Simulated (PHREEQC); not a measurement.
Synthetic water in mmol/kgw, 25 °C, pH 6.2:

```
constituent           mmol/kgw
--------------------  --------
Na                         423
K                           40
Ca                        44.2
Mg                        26.1
Cl                         566
S(6)                      12.5
Alkalinity (meq/kgw)      1.26
Si                      0.0705
```

Valence states are taken as typed.

Equilibrium calculation in PHREEQC: Pitzer model, pitzer.dat.

Task: The ionic strength comes out as 0.681 mol/kgw. What activity coefficients do Mg+2, SO4-2, Ca+2, Na+, HCO3- get?

Result: Mg+2 0.26, SO4-2 0.083, Ca+2 0.24, Na+ 0.71, HCO3- 0.65. Single-ion values are on the MacInnes scale.

No solid was allowed to form.
